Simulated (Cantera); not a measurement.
Input (Python, Cantera) and output of one run.

```python
import numpy as np
import cantera as ct

gas_names = """
    C CH CH2 CH3 CH4 C2 C2H C2H2,acetylene C2H2,vinylidene C2H3,vinyl C2H4 C2H5 C2H6 C3 C3H3,propargyl
    C3H4,allene C3H4,propyne C3H4,cyclo- C3H5,allyl C3H6,propylene C3H6,cyclo- C3H7,n-propyl
    C3H7,i-propyl C3H8 C4 C4H2 C4H4,1,3-cyclo- C4H6,butadiene C4H6,2-butyne C4H6,cyclo- C4H8,1-butene
    C4H8,cis2-buten C4H8,tr2-butene C4H8,isobutene C4H8,cyclo- C4H9,n-butyl C4H9,i-butyl C4H9,s-butyl
    C4H9,t-butyl C4H10,isobutane C4H10,n-butane C5 C5H6,1,3cyclo- C5H8,cyclo- C5H10,1-pentene
    C5H10,cyclo- C5H11,pentyl C5H11,t-pentyl C5H12,n-pentane C5H12,i-pentane CH3C(CH3)2CH3 C6H2
    C6H5,phenyl C6H6 C6H10,cyclo- C6H12,1-hexene C6H12,cyclo- C6H13,n-hexyl C7H7,benzyl C7H8
    C7H14,1-heptene C7H15,n-heptyl C7H16,n-heptane C8H8,styrene C8H10,ethylbenz C8H16,1-octene
    C8H17,n-octyl C8H18,isooctane C8H18,n-octane C9H19,n-nonyl C10H8,naphthale C10H21,n-decyl
    C12H9,o-bipheny C12H10,bipheny H H2
""".split()
cond_names = """
    C(gr) C6H6(L) C7H8(L) C8H18(L),n-octa
""".split()


def load(file, names, dense=False):
    # The tables refer to 1 bar. Condensed volumes are neglected.
    table = {s.name: s for s in ct.Species.list_from_file(file)}
    out = []
    for n in names:
        d = dict(table[n].input_data)
        d["thermo"] = dict(d["thermo"], **{"reference-pressure": 1e5})
        if dense:
            d["equation-of-state"] = {"model": "constant-volume", "density": "1e6 g/cm^3"}
        out.append(ct.Species.from_dict(d))
    return out


gas = ct.Solution(thermo="ideal-gas", species=load("nasa_gas.yaml", gas_names))
cond = {s.name: ct.Solution(thermo="fixed-stoichiometry", species=[s], name=s.name)
        for s in load("nasa_condensed.yaml", cond_names, dense=True)}
atoms = {
    'toluene': {'C': 7, 'H': 8},
    'H2': {'H': 2},
}
top_T = {'C(gr)': 4500}  # K; cautious upper limits of use, not melting points


def equilibrate(T, P, feed):
    n = {}
    for name, mol in feed.items():
        for a, k in atoms[name].items():
            n[a] = n.get(a, 0.0) + k * mol
    gas.TPX = T, P, n
    mass = sum(n.values()) * gas.mean_molecular_weight
    gas.equilibrate("TP")
    valid = [c for c in cond.values() if c.min_temp <= T <= top_T.get(c.name, c.max_temp)]
    mix = ct.Mixture([(gas, mass / gas.mean_molecular_weight)] + [(c, 0.0) for c in valid])
    mix.T, mix.P = T, P
    mix.equilibrate("TP", solver="vcs", rtol=1e-11, max_steps=5000)
    return mix


results = []
feed = {'toluene': 1, 'H2': 7.3}  # mol
P = 1900000  # Pa
for T in [1198, 1348, 1498, 1648, 1798, 1948, 2098, 2248, 2398, 2548, 2698, 2848]:
    mix = equilibrate(T, P, feed)
    results.append((T, P, feed, dict(zip(mix.species_names, mix.species_moles))))
    x = sorted(zip(gas.X, gas.species_names), reverse=True)
    print(f"T = {T:g} K  P = {P:g} Pa  gas = {mix.phase_moles(0):.4g} mol")
    print("   x: " + "  ".join(f"{s} {v:.3e}" for v, s in x if v > 1e-06))
    print("   condensed (mol): " + ("  ".join(f"{mix.phase(i).name} {mix.phase_moles(i):.4g}"
          for i in range(1, mix.n_phases) if mix.phase_moles(i) > 1e-12) or "none"))
```

It prints:

```
T = 1198 K  P = 1.9e+06 Pa  gas = 9.442 mol
   x: H2 8.033e-01  CH4 1.966e-01  C2H6 3.664e-05  C2H4 1.525e-05
   condensed (mol): C(gr) 5.142
T = 1348 K  P = 1.9e+06 Pa  gas = 10.35 mol
   x: H2 9.085e-01  CH4 9.148e-02  C2H4 2.923e-05  C2H6 1.603e-05  C2H2,acetylene 1.092e-06  CH3 1.011e-06
   condensed (mol): C(gr) 6.052
T = 1498 K  P = 1.9e+06 Pa  gas = 10.81 mol
   x: H2 9.550e-01  CH4 4.496e-02  C2H4 4.437e-05  C2H2,acetylene 8.415e-06  C2H6 7.134e-06  H 3.853e-06  CH3 3.674e-06
   condensed (mol): C(gr) 6.512
T = 1648 K  P = 1.9e+06 Pa  gas = 11.03 mol
   x: H2 9.756e-01  CH4 2.423e-02  C2H4 5.986e-05  C2H2,acetylene 4.364e-05  H 2.018e-05  CH3 1.020e-05  C2H6 3.471e-06
   condensed (mol): C(gr) 6.73
T = 1798 K  P = 1.9e+06 Pa  gas = 11.14 mol
   x: H2 9.854e-01  CH4 1.429e-02  C2H2,acetylene 1.700e-04  H 8.018e-05  C2H4 7.549e-05  CH3 2.352e-05  C2H6 1.865e-06
   condensed (mol): C(gr) 6.835
T = 1948 K  P = 1.9e+06 Pa  gas = 11.2 mol
   x: H2 9.900e-01  CH4 9.110e-03  C2H2,acetylene 5.335e-04  H 2.579e-04  C2H4 9.113e-05  CH3 4.731e-05  C2H6 1.093e-06
   condensed (mol): C(gr) 6.883
T = 2098 K  P = 1.9e+06 Pa  gas = 11.23 mol
   x: H2 9.915e-01  CH4 6.191e-03  C2H2,acetylene 1.415e-03  H 7.030e-04  C2H4 1.065e-04  CH3 8.560e-05  C3H4,propyne 1.555e-06
   condensed (mol): C(gr) 6.895
T = 2248 K  P = 1.9e+06 Pa  gas = 11.26 mol
   x: H2 9.903e-01  CH4 4.428e-03  C2H2,acetylene 3.281e-03  H 1.677e-03  CH3 1.423e-04  C2H4 1.214e-04  C4H2 4.438e-06  C3H4,propyne 2.955e-06  C2H3,vinyl 1.847e-06  C3H3,propargyl 1.470e-06  C3H4,allene 1.227e-06
   condensed (mol): C(gr) 6.871
T = 2398 K  P = 1.9e+06 Pa  gas = 11.28 mol
   x: H2 9.859e-01  C2H2,acetylene 6.811e-03  H 3.589e-03  CH4 3.294e-03  CH3 2.206e-04  C2H4 1.352e-04  C4H2 1.935e-05  C3H4,propyne 5.143e-06  C2H3,vinyl 4.735e-06  C3H3,propargyl 4.431e-06  C2H2,vinylidene 3.702e-06  C3H4,allene 2.192e-06  CH2 1.610e-06  C2H 1.420e-06
   condensed (mol): C(gr) 6.802
T = 2548 K  P = 1.9e+06 Pa  gas = 11.31 mol
   x: H2 9.770e-01  C2H2,acetylene 1.289e-02  H 7.014e-03  CH4 2.522e-03  CH3 3.219e-04  C2H4 1.471e-04  C4H2 7.033e-05  C2H2,vinylidene 1.178e-05  C3H3,propargyl 1.161e-05  C2H3,vinyl 1.076e-05  C3H4,propyne 8.295e-06  C2H 7.341e-06  CH2 4.854e-06  C3H4,allene 3.618e-06
   condensed (mol): C(gr) 6.668
T = 2698 K  P = 1.9e+06 Pa  gas = 11.35 mol
   x: H2 9.619e-01  C2H2,acetylene 2.252e-02  H 1.269e-02  CH4 1.967e-03  CH3 4.448e-04  C4H2 2.190e-04  C2H4 1.563e-04  C2H2,vinylidene 3.258e-05  C2H 3.142e-05  C3H3,propargyl 2.697e-05  C2H3,vinyl 2.203e-05  CH2 1.282e-05  C3H4,propyne 1.249e-05  C3H4,allene 5.561e-06  C6H2 2.246e-06
   condensed (mol): C(gr) 6.444
T = 2848 K  P = 1.9e+06 Pa  gas = 11.4 mol
   x: H2 9.386e-01  C2H2,acetylene 3.666e-02  H 2.147e-02  CH4 1.548e-03  C4H2 5.966e-04  CH3 5.841e-04  C2H4 1.615e-04  C2H 1.145e-04  C2H2,vinylidene 7.983e-05  C3H3,propargyl 5.629e-05  C2H3,vinyl 4.110e-05  CH2 3.019e-05  C3H4,propyne 1.763e-05  C6H2 1.026e-05  C3H4,allene 7.994e-06  C3 2.969e-06  CH 1.435e-06
   condensed (mol): C(gr) 6.1
```

These are equilibrium values from Cantera (NASA tables, ideal gas, pure condensed phases), not measurements of a reactor.
